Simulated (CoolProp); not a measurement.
R13 along the isobar 4.59 MPa: Z from the reference equation and from simpler models built on Tc = 303.0 K, pc = 3.973 MPa, ω = 0.175; each cubic takes its own stable root.

Computed with CoolProp (reference Helmholtz-energy equation of state, Platzer 1990). This equation is an older, rougher fit; its heat capacities, sound speeds and derivatives of the liquid may be far off and weren't checked against measurements.

```json
[
 {"T (K)": "282.6", "phase": "liquid", "reference": "0.1852"},
 {"T (K)": "301.2", "phase": "liquid", "reference": "0.2127"},
 {"T (K)": "319.8", "phase": "supercritical", "reference": "0.5244"},
 {"T (K)": "338.4", "phase": "supercritical", "reference": "0.6663"},
 {"T (K)": "357", "phase": "supercritical", "reference": "0.7447"},
 {"T (K)": "375.6", "phase": "supercritical", "reference": "0.7980"},
 {"T (K)": "394.2", "phase": "supercritical", "reference": "0.8372"},
 {"T (K)": "412.8", "phase": "supercritical", "reference": "0.8674"},
 {"T (K)": "431.4", "phase": "supercritical", "reference": "0.8914"},
 {"T (K)": "450", "phase": "supercritical", "reference": "0.9108"}
]
```

**Question.** How far does each simpler model (Redlich-Kwong, Soave-Redlich-Kwong, Peng-Robinson) lie from the reference over these 10 states: mean and median of the absolute difference, and the worst?

**Answer.** 
- Redlich-Kwong: mean 4.3 %, median 2.3 %, worst +15.9 % at 301.2 K and 4.59 MPa
- Soave-Redlich-Kwong: mean 3.8 %, median 1.4 %, worst +15.2 % at 301.2 K and 4.59 MPa
- Peng-Robinson: mean 2.3 %, median 2.1 %, worst +4.0 % at 301.2 K and 4.59 MPa
